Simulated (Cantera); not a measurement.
# Catalytic combustion on Pt

An isothermal plug-flow reactor at 1000 K and 0.430 bar (inlet), inlet velocity 1 m/s, active area per volume 150 1/m; feed CH4 : O2 : N2 : H2O = 0.005 : 0.016 : 0.79 : 0.028 (molar parts), equivalence ratio 0.62.

Cantera simulation using Deutschmann's 1995 Pt surface mechanism with GRI-Mech 3.0 gas chemistry; the numbers are that mechanism's predictions, not measurements. Catalytic surfaces can have several steady states; this one follows from the mechanism file's or the stated starting coverage. Mass transfer to the wall is taken as infinitely fast.

| z (m) | x CH4 | x O2 | x H2O | x CO2 | x CO | θ free Pt | θ O* | θ OH* |
|---|---|---|---|---|---|---|---|---|
| 3.8e-05 | 0.00595 | 0.0191 | 0.0334 | 7.76e-6 | 8.94e-7 | 0.348 | 0.649 | 0.00257 |
| 6.7e-05 | 0.00594 | 0.0190 | 0.0334 | 1.38e-5 | 1.45e-6 | 0.348 | 0.649 | 0.00257 |
| 0.00012 | 0.00593 | 0.0190 | 0.0334 | 2.51e-5 | 2.25e-6 | 0.348 | 0.649 | 0.00257 |
| 0.00021 | 0.00591 | 0.0190 | 0.0335 | 4.46e-5 | 3.13e-6 | 0.349 | 0.649 | 0.00257 |
| 0.00038 | 0.00587 | 0.0189 | 0.0335 | 8.23e-5 | 3.90e-6 | 0.349 | 0.648 | 0.00258 |
| 0.00067 | 0.00581 | 0.0188 | 0.0337 | 0.000147 | 4.22e-6 | 0.349 | 0.648 | 0.00258 |
| 0.0012 | 0.00569 | 0.0185 | 0.0339 | 0.000265 | 4.21e-6 | 0.350 | 0.647 | 0.00259 |
| 0.0021 | 0.00549 | 0.0181 | 0.0343 | 0.000461 | 4.08e-6 | 0.351 | 0.646 | 0.00261 |
| 0.0038 | 0.00514 | 0.0174 | 0.0350 | 0.000816 | 3.84e-6 | 0.353 | 0.644 | 0.00264 |
x: gas mole fraction; θ: surface coverage.
